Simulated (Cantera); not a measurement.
## Equilibrium for silicon carbide growth: CH3SiCl3 + H2

Input: 1 mol CH3SiCl3, a varied amount of H2, equilibrated at 1650 °C and 13000 Pa.

Equilibrium computed with Cantera from the NASA thermochemical tables; the gas is ideal and each condensed phase is pure. Candidate condensed phases: C, C6H6, C7H8, C8H18, Si, SiC; 109 gas species. The feed counts by its element totals alone. The tables' values for SiCl3, SiCl are old estimates; treat these amounts as uncertain. Rates play no part.

| n(H2) (mol) | log p H2 | log p HCl | log p SiCl2 | log p H | log p Cl | n C(graphite) | n SiC(s) |
|---|---|---|---|---|---|---|---|
| 11 | -0.99 | -1.58 | -3.14 | -3.52 | -4.24 | 0.0695 | 0.920 |
| 13 | -0.98 | -1.64 | -3.26 | -3.51 | -4.30 | 0.0564 | 0.931 |
| 15 | -0.96 | -1.68 | -3.37 | -3.51 | -4.35 | 0.0459 | 0.940 |
| 19 | -0.95 | -1.77 | -3.55 | -3.50 | -4.44 | 0.0302 | 0.951 |
| 23 | -0.94 | -1.84 | -3.70 | -3.50 | -4.52 | 0.0183 | 0.959 |
| 27 | -0.93 | -1.90 | -3.83 | -3.49 | -4.58 | 0.00876 | 0.965 |
| 33 | -0.92 | -1.98 | -3.98 | -3.49 | -4.66 | 0 | 0.970 |
| 40 | -0.92 | -2.05 | -4.08 | -3.49 | -4.74 | 0 | 0.972 |
| 48 | -0.91 | -2.13 | -4.18 | -3.48 | -4.82 | 0 | 0.973 |
| 58 | -0.91 | -2.20 | -4.29 | -3.48 | -4.90 | 0 | 0.974 |
| 70 | -0.91 | -2.28 | -4.39 | -3.48 | -4.98 | 0 | 0.975 |
log p: log10 of the partial pressure in bar; n: condensed amount in mol.

From 11 mol H2 to 27 mol H2 the condensed part is C(graphite) + SiC(s). From 33 mol H2 to 70 mol H2 the condensed part is SiC(s). The main Si-bearing gas is SiCl2 throughout. The share of Si in condensed phases is highest at 70 mol H2 (97.5 %) and lowest at 11 mol H2 (92.0 %).
